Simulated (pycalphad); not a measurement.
**Effect of Al content in Si-Al**

All values are pycalphad results on the COST 507 light-alloy database (1999) (1 atm), not direct measurements. The database dates from 1999; later assessments differ in places, in temperatures and in the compounds included. Amounts are mole fractions of atoms.

```csv
alloy,liquidus (K),first solid,solidus (K),phases at 725 K
Si-0.6438Al (wt.%),1684,DIAMOND_A4,850,"DIAMOND_A4 0.99, FCC_A1 0.01"
Si-2.587Al (wt.%),1674,DIAMOND_A4,850,"DIAMOND_A4 0.97, FCC_A1 0.03"
Si-3.878Al (wt.%),1668,DIAMOND_A4,850,"DIAMOND_A4 0.96, FCC_A1 0.04"
Si-5.18Al (wt.%),1661,DIAMOND_A4,850,"DIAMOND_A4 0.95, FCC_A1 0.05"
Si-7.778Al (wt.%),1648,DIAMOND_A4,850,"DIAMOND_A4 0.92, FCC_A1 0.08"
```

FCC_A1 is fcc; DIAMOND_A4 is diamond (Si).
